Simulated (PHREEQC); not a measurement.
0.012 g of hydrous ferric oxide (600 m²/g; 0.2 weak and 0.005 strong sites per Fe, Dzombak-Morel constants, diffuse double layer) in 1 kg of water with 0.001 mol/kgw of an inert sodium salt and 4.2e-06 mol/kgw ZnCl2 and 1.5e-07 mol/kgw SrCl2, at 25 °C; the pH is set by adding NaOH or the inert anion's acid. O2 is buffered at 0.21 atm. No CO2 enters from the air. Precipitation was switched off in this run.

Computed with PHREEQC (ion-association model, wateq4f.dat).

Problem. Predict Zn sorbed (%), Sr sorbed (%) at pH = 3, 8.33, 10.33, 11.

Solution. 
```json
[
 {"pH": "3", "Zn sorbed (%)": "0.0", "Sr sorbed (%)": "0.0"},
 {"pH": "8.33", "Zn sorbed (%)": "94.9", "Sr sorbed (%)": "0.1"},
 {"pH": "10.33", "Zn sorbed (%)": "97.7", "Sr sorbed (%)": "85.7"},
 {"pH": "11", "Zn sorbed (%)": "96.1", "Sr sorbed (%)": "98.8"}
]
```

The oxide is taken as insoluble; below pH 4 it would dissolve.
